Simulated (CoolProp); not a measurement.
The numbers come from the reference Helmholtz-energy equation of state, Setzmann 1991 in CoolProp.

Task: Give the vapour pressure (bar), liquid density (kg/m³), vapour Z, liquid conductivity (mW/(m K)) of saturated methane at 149.3, 157.5 K.

Result: 
```
T (K)  p (bar)  liquid density (kg/m³)  vapour Z  liquid conductivity (mW/(m K))
-----  -------  ----------------------  --------  ------------------------------
149.3     10.1                     359     0.823                             130
157.5     14.4                     342     0.773                             119
```

Thermal conductivity comes from a separate model (Friend 1989).
